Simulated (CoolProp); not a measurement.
Vapour-liquid equilibrium of methane (1) + ethane (2) at 0.0404 MPa; x and y are mole fractions of (1).

Model: multi-fluid Helmholtz-energy mixture model, Setzmann 1991 and Bücker 2006; pair parameters Kunz 2012, in CoolProp.

| x | bubble temperature, mixture model (K) | bubble temperature, Raoult's law (K) | y, mixture model | y, Raoult's law |
|---|---|---|---|---|
| 0.05 | 137.7 | 142.2 | 0.927 | 0.888 |
| 0.125 | 123.0 | 127.6 | 0.988 | 0.979 |
| 0.2 | 116.7 | 120.7 | 0.995 | 0.992 |
| 0.275 | 113.0 | 116.3 | 0.998 | 0.996 |
| 0.35 | 110.5 | 113.2 | 0.999 | 0.998 |
| 0.425 | 108.7 | 110.9 | 0.999 | 0.999 |
| 0.5 | 107.3 | 109.0 | 0.999 | 0.999 |
| 0.575 | 106.1 | 107.4 | 1.000 | 1.000 |
| 0.65 | 105.2 | 106.0 | 1.000 | 1.000 |
| 0.725 | 104.3 | 104.9 | 1.000 | 1.000 |
| 0.8 | 103.5 | 103.8 | 1.000 | 1.000 |
| 0.875 | 102.8 | 102.9 | 1.000 | 1.000 |
| 0.95 | 102.1 | 102.1 | 1.000 | 1.000 |

The largest gap from Raoult's law is -4.6 K in bubble temperature, at x = 0.125. No azeotrope shows between x = 0.05 and 0.95.

Pair parameters are fitted to limited data, so mixtures are less certain than the pure fluids.
